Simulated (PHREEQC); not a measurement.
A solution holds 0.074 mol/kgw MgCl2 and 8.6e-06 mol/kgw CO2, at 25 °C. Closed to the air; pH follows from the charge balance.

Equilibrium calculation in PHREEQC: ion-association model, wateq4f.dat.

* **pH**: 5.69
* **ionic strength**: 0.222 mol/kgw

```tsv
species	molality	activity	log γ
Cl-	0.148	0.104	-0.153
Mg+2	0.0740	0.0248	-0.475
CO2	6.12e-6	6.44e-6	0.022
H+	2.55e-6	2.02e-6	-0.100
HCO3-	1.91e-6	1.41e-6	-0.131
MgHCO3+	5.76e-7	4.09e-7	-0.148
MgOH+	5.84e-8	4.43e-8	-0.120
```

Precipitation was switched off in this run.
